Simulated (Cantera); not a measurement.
An adiabatic, constant-pressure homogeneous reactor starts with H₂ : O₂ : N₂ = 1 : 0.794 : 2.06 (molar parts), equivalence ratio 0.63, at 1400 K and 7.80 bar. Integrator tolerance rtol = 1e-08.

Detailed kinetics in Cantera: GRI-Mech 3.0 (53 species, 325 reactions). The hydrogen kinetics of GRI-Mech 3.0 are dated; newer H2 mechanisms differ, most at raised pressure.

Task: What does this change do: 0.069 parts CO2 added?

Result: 
```csv
quantity,before,after
time of steepest temperature rise,2.31 µs,2.37 µs
temperature at 0.500 s,2890 K,2851 K
equilibrium temperature,2890 K,2851 K
x(H₂) at 0.500 s,0.0109 (gas-phase equilibrium 0.0109),0.00932 (gas-phase equilibrium 0.00932)
x(O₂) at 0.500 s,0.0705 (gas-phase equilibrium 0.0705),0.0716 (gas-phase equilibrium 0.0716)
x(N₂O) at 0.500 s,2.85e-6 (gas-phase equilibrium 2.85e-6),2.67e-6 (gas-phase equilibrium 2.67e-6)
x(NO₂) at 0.500 s,2.12e-5 (gas-phase equilibrium 2.12e-5),2.09e-5 (gas-phase equilibrium 2.09e-5)
x(HO₂) at 0.500 s,4.12e-5 (gas-phase equilibrium 4.12e-5),3.84e-5 (gas-phase equilibrium 3.84e-5)
x(NO) at 0.500 s,0.0209 (gas-phase equilibrium 0.0209),0.0198 (gas-phase equilibrium 0.0198)
x(OH) at 0.500 s,0.0307 (gas-phase equilibrium 0.0307),0.0280 (gas-phase equilibrium 0.0280)
```

Task: What does this change do: initial temperature 1400 to 1373 K?

Result: 
| quantity | before | after |
|---|---|---|
| time of steepest temperature rise | 2.31 µs | 2.67 µs |
| temperature at 0.500 s | 2890 K | 2877 K |
| equilibrium temperature | 2890 K | 2877 K |
| x(H₂) at 0.500 s | 0.0109 (gas-phase equilibrium 0.0109) | 0.0104 (gas-phase equilibrium 0.0104) |
| x(O₂) at 0.500 s | 0.0705 (gas-phase equilibrium 0.0705) | 0.0708 (gas-phase equilibrium 0.0708) |
| x(N₂O) at 0.500 s | 2.85e-6 (gas-phase equilibrium 2.85e-6) | 2.81e-6 (gas-phase equilibrium 2.81e-6) |
| x(NO₂) at 0.500 s | 2.12e-5 (gas-phase equilibrium 2.12e-5) | 2.12e-5 (gas-phase equilibrium 2.12e-5) |
| x(HO₂) at 0.500 s | 4.12e-5 (gas-phase equilibrium 4.12e-5) | 4.04e-5 (gas-phase equilibrium 4.04e-5) |
| x(NO) at 0.500 s | 0.0209 (gas-phase equilibrium 0.0209) | 0.0206 (gas-phase equilibrium 0.0206) |
| x(OH) at 0.500 s | 0.0307 (gas-phase equilibrium 0.0307) | 0.0299 (gas-phase equilibrium 0.0299) |
